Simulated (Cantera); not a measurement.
A Cantera script and what it prints.

```python
import numpy as np
import cantera as ct

gas_names = """
    Cs CsO CsOH Cs2 Cs2O Cs2O2H2 H HO2 H2 H2O H2O2 O OH O2 O3
""".split()
cond_names = """
    Cs(cr) Cs(L) CsOH(a) CsOH(b) CsOH(c) CsOH(L) H2O(s) H2O(L)
""".split()


# ... load() reads the species with a 1 bar reference pressure and builds the phases ...
atoms = {
    'CsOH': {'Cs': 1, 'O': 1, 'H': 1},
    'H2': {'H': 2},
    'O2': {'O': 2},
}
top_T = {}  # K; cautious upper limits of use, not melting points


# ... equilibrate(T, P, feed) seeds the gas with the atoms and calls Mixture.equilibrate('TP', solver="vcs", rtol=1e-11, max_steps=5000) ...
results = []
T = 1573  # K
P = 1000  # Pa
for m in [0.015, 0.026, 0.047, 0.082, 0.15, 0.26, 0.45, 0.8, 1.4, 2.5, 4.4, 7.8, 14]:
    feed = {'CsOH': 1, 'H2': 2.2, 'O2': m}  # mol
    mix = equilibrate(T, P, feed)
    results.append((T, P, feed, dict(zip(mix.species_names, mix.species_moles))))

top = {s: max(r[3][s] / sum(r[3][g] for g in gas_names) for r in results) for s in gas_names}
cols = sorted((s for s in top if top[s] > 1e-06), key=lambda s: -top[s])[:9]
seen = [c for c in cond_names if any(r[3].get(c, 0) > 1e-12 for r in results)]
print("log10 of partial pressures in bar; condensed amounts in mol")
print(f"{'n(O2)':>10s}" + "".join(f"{s[:9]:>10s}" for s in cols + seen))
for T, P, feed, n in results:
    ng = sum(n[g] for g in gas_names)
    print(f"{feed['O2']:10.4g}" + "".join(f"{np.log10(max(n[s] / ng * P / 1e5, 1e-99)):10.3f}" for s in cols)
          + "".join(f"{n.get(c, 0):10.4g}" for c in seen))
```

Output:

```
log10 of partial pressures in bar; condensed amounts in mol
     n(O2)        O2       H2O        H2      CsOH        Cs        OH         H         O       CsO
     0.015   -11.475    -2.704    -2.285    -3.029    -2.723    -7.395    -5.533   -10.719    -9.155
     0.026   -11.447    -2.694    -2.289    -3.020    -2.727    -7.383    -5.535   -10.705    -9.144
     0.047   -11.394    -2.675    -2.297    -3.005    -2.734    -7.360    -5.539   -10.678    -9.124
     0.082   -11.307    -2.645    -2.311    -2.980    -2.746    -7.323    -5.546   -10.634    -9.093
      0.15   -11.143    -2.592    -2.339    -2.936    -2.769    -7.256    -5.560   -10.553    -9.035
      0.26   -10.888    -2.516    -2.391    -2.875    -2.810    -7.154    -5.586   -10.425    -8.948
      0.45   -10.447    -2.406    -2.501    -2.788    -2.888    -6.989    -5.642   -10.205    -8.806
       0.8    -9.428    -2.251    -2.856    -2.660    -3.092    -6.657    -5.819    -9.695    -8.500
       1.4    -3.066    -2.202    -5.988    -2.549    -4.596    -5.041    -7.385    -6.514    -6.823
       2.5    -2.517    -2.321    -6.381    -2.667    -4.792    -4.964    -7.581    -6.240    -6.744
       4.4    -2.295    -2.471    -6.642    -2.817    -4.923    -4.983    -7.712    -6.129    -6.764
       7.8    -2.170    -2.654    -6.887    -3.000    -5.046    -5.043    -7.834    -6.066    -6.825
        14    -2.097    -2.865    -7.135    -3.212    -5.170    -5.131    -7.958    -6.029    -6.913
```

These are equilibrium values from Cantera (NASA tables, ideal gas, pure condensed phases), not measurements of a reactor.
